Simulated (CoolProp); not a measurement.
Model: reference Helmholtz-energy equation of state, Lemmon 2006, in CoolProp. It is a short technical equation, of lower accuracy than the large ones.

Give the vapour pressure (MPa), vapour density (kg/m³) of saturated CH3F (R41) at 184.1, 247.1, 268.2 K.


```tsv
T (K)	p (MPa)	vapour density (kg/m³)
184.1	0.0541	1.24
247.1	0.937	18.7
268.2	1.78	36.6
```
